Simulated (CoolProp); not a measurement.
Vapour-liquid equilibrium of R134a (1) + R152A (2) at 346 K; x and y are mole fractions of (1).

Values from CoolProp's multi-fluid Helmholtz-energy mixture model, Tillner-Roth 1994 and Outcalt 1996; pair parameters Lemmon 2004.

Problem. Give the bubble pressure and the first vapour's composition at x = 0.125, 0.35, 0.725. Is there an azeotrope?

Solution. x = 0.125: 2027 kPa, y = 0.130; x = 0.35: 2069 kPa, y = 0.364; x = 0.725: 2166 kPa, y = 0.740. No azeotrope shows between x = 0.05 and 0.95.

The pair parameters rest on a limited set of measurements; away from them the model extrapolates.
